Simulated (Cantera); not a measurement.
# Premixed flame

A freely propagating, adiabatic, planar premixed flame of CH₃OH : O₂ : N₂ : CO₂ = 1 : 1.56 : 5.88 : 0.94 (molar parts), equivalence ratio 0.96, unburnt at 375 K and 8.50 bar; mixture-averaged transport, grid criteria slope 0.08 and curve 0.16, no radiation.

Detailed kinetics in Cantera: GRI-Mech 3.0 (53 species, 325 reactions). GRI-Mech 3.0 was tuned for natural gas; its chemistry of methanol as a main component is partial and can be far from experiment. Burning velocities carry a grid error of a few per cent, more on coarse grids.

| z (mm) | T (K) | u (m/s) | x CH₃OH | x O₂ | x CO₂ | x CH₂CO | x CH₃ | x C₂H₄ |
|---|---|---|---|---|---|---|---|---|
| -0.344 | 376 | 0.157 | 0.106 | 0.166 | 0.100 | <1e-8 | <1e-8 | <1e-8 |
| -0.229 | 380 | 0.159 | 0.106 | 0.165 | 0.1000 | <1e-8 | <1e-8 | <1e-8 |
| -0.172 | 396 | 0.166 | 0.105 | 0.164 | 0.0998 | <1e-8 | <1e-8 | <1e-8 |
| -0.115 | 490 | 0.207 | 0.0999 | 0.154 | 0.100 | 2.14e-8 | <1e-8 | <1e-8 |
| -0.0573 | 879 | 0.382 | 0.0705 | 0.118 | 0.108 | 1.91e-7 | <1e-8 | 1.43e-8 |
| -0.0287 | 1234 | 0.547 | 0.0374 | 0.0833 | 0.120 | 4.34e-7 | 1.02e-7 | 2.91e-8 |
| 0 | 1634 | 0.735 | 0.00252 | 0.0438 | 0.141 | 6.92e-7 | 1.01e-5 | 4.01e-8 |
| 0.0287 | 1825 | 0.816 | 6.41e-7 | 0.0244 | 0.163 | 3.14e-8 | 4.02e-7 | <1e-8 |
| 0.0573 | 1911 | 0.849 | <1e-8 | 0.0177 | 0.174 | <1e-8 | 1.07e-8 | <1e-8 |
| 0.115 | 1984 | 0.878 | <1e-8 | 0.0128 | 0.183 | <1e-8 | <1e-8 | <1e-8 |
| 0.229 | 2032 | 0.896 | <1e-8 | 0.00976 | 0.188 | <1e-8 | <1e-8 | <1e-8 |
| 0.459 | 2058 | 0.906 | <1e-8 | 0.00802 | 0.192 | <1e-8 | <1e-8 | <1e-8 |
| 0.917 | 2070 | 0.910 | <1e-8 | 0.00724 | 0.193 | <1e-8 | <1e-8 | <1e-8 |
x: mole fraction of selected species; z is measured from the peak of heat release.

```
Quantity                      Value
------------------------  ---------
laminar burning velocity  15.6 cm/s
thermal thickness          0.115 mm
peak x(CH₂CO)               7.28e-7
peak x(CH₃)                 1.03e-5
peak x(C₂H₄)                4.28e-8
grid points                     125
```
